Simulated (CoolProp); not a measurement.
Saturation properties of ethylene.

Model: reference Helmholtz-energy equation of state, Smukala 2000, in CoolProp.

| T (K) | p (bar) | liquid density (kg/m³) | vapour density (kg/m³) | enthalpy of vaporisation (kJ/kg) | liquid cp (kJ/(kg K)) | surface tension (mN/m) |
|---|---|---|---|---|---|---|
| 217.5 | 8.786 | 491.2 | 16.04 | 396.7 | 2.672 | 8.53 |
| 220 | 9.566 | 486.7 | 17.45 | 391.0 | 2.700 | 8.15 |
| 222.6 | 10.43 | 481.8 | 19.03 | 384.9 | 2.732 | 7.75 |
| 225.1 | 11.31 | 477.0 | 20.65 | 378.8 | 2.765 | 7.37 |
| 227.6 | 12.25 | 472.2 | 22.40 | 372.5 | 2.802 | 7.00 |
| 230.1 | 13.24 | 467.2 | 24.26 | 366.0 | 2.841 | 6.63 |
| 232.6 | 14.28 | 462.1 | 26.26 | 359.3 | 2.885 | 6.26 |
| 235.2 | 15.43 | 456.6 | 28.49 | 352.1 | 2.935 | 5.88 |
| 237.7 | 16.60 | 451.2 | 30.80 | 344.8 | 2.989 | 5.51 |
| 240.2 | 17.83 | 445.7 | 33.27 | 337.2 | 3.048 | 5.15 |
| 242.7 | 19.13 | 439.9 | 35.93 | 329.4 | 3.114 | 4.80 |

It boils at 169.4 K under 1 atm.

Surface tension comes from a separate correlation (Mulero 2012).
